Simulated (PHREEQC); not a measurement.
Dissolve 83 mmol/kgw H2SeO3 at 25 °C. Closed to the air; pH follows from the charge balance.

Computed with PHREEQC (ion-association model, wateq4f.dat).

```tsv
quantity	before	after
pH	1.95	2.15
ionic strength (mol/kgw)	0.0125	0.170
HSeO3- (mol/kgw)	0.0125	0.0213
SeO3-2 (mol/kgw)	4.91e-9	2.21e-8
```

### Question
Name the change that produced these shifts.
A. H2SeO3 replaced by Na2SeO3 at the same molality
B. H2SeO3 from 0.083 to 0.0415 mol/kgw
C. 0.027 mol/kgw H2SO4 added
D. 0.063 mol/kgw Na2SO4 added
E. temperature from 25 to 15 °C

### Answer
D, 0.063 mol/kgw Na2SO4 added

This is a speciation only: nothing precipitates in the calculation.
